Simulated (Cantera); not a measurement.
Input (Python, Cantera):

```python
import numpy as np
import cantera as ct

gas = ct.Solution("h2o2.yaml")


def delay(T, t_max=10):
    gas.TPX = T, 45000, {'H2': 1, 'O2': 0.543, 'N2': 3.7}
    reactor = ct.IdealGasReactor(gas, clone=False)
    net = ct.ReactorNet([reactor])
    net.rtol, net.atol = 1e-8, 1e-16
    while net.time < t_max:
        t_old, T_old = net.time, reactor.T
        net.step()
        if reactor.T > T + 400:  # ignition: a rise of 400 K
            return t_old + (T + 400 - T_old) / (reactor.T - T_old) * (net.time - t_old)
    return np.nan


taus = []
for T in [850, 950, 1050, 1150, 1250, 1350, 1450, 1550, 1650]:
    taus.append(delay(T))
    print(f"T0 = {T:6g} K   tau = {taus[-1]:.4e} s")
```

Result:

```
T0 =    850 K   tau = 1.6409e+00 s
T0 =    950 K   tau = 1.0864e-03 s
T0 =   1050 K   tau = 3.7416e-04 s
T0 =   1150 K   tau = 2.0091e-04 s
T0 =   1250 K   tau = 1.3306e-04 s
T0 =   1350 K   tau = 1.0369e-04 s
T0 =   1450 K   tau = 9.2596e-05 s
T0 =   1550 K   tau = 9.1911e-05 s
T0 =   1650 K   tau = 9.8130e-05 s
```

Computed with Cantera and the H2/O2 subset of GRI-Mech 3.0, which has no nitrogen chemistry. Below about 950 K walls govern HO2 and H2O2 in real vessels. Where the delays flatten at high temperature, the 400 K rule measures the pace of heat release, not the induction time.
